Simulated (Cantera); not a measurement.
A closed system holds: 1 mol SO2, 0.68 mol H2, 0.051 mol O2, equilibrated at 848 K and 0.000180 bar.

Equilibrium computed with Cantera from the NASA thermochemical tables; the gas is ideal and each condensed phase is pure. Gases not in the tables: S3 to S7. Rates play no part.

```
species    before    after
-------  --------  -------
SO2         0.468    0.471
H2O         0.434    0.430
S2         0.0872   0.0837
H2S       0.00792   0.0126
H2        0.00213  0.00127
SO        1.54e-5  9.25e-6
S2O      0.000806  0.00129
```
Gas species are given as mole fractions.

### Question
What was changed between the two runs?
(A) SO2 replaced by H2S
(B) pressure from 0.000180 bar to 0.00133 bar
(C) H2 from 0.68 to 0.28 mol
(D) H2 from 0.68 to 0.044 mol

### Answer
B, pressure from 0.000180 bar to 0.00133 bar
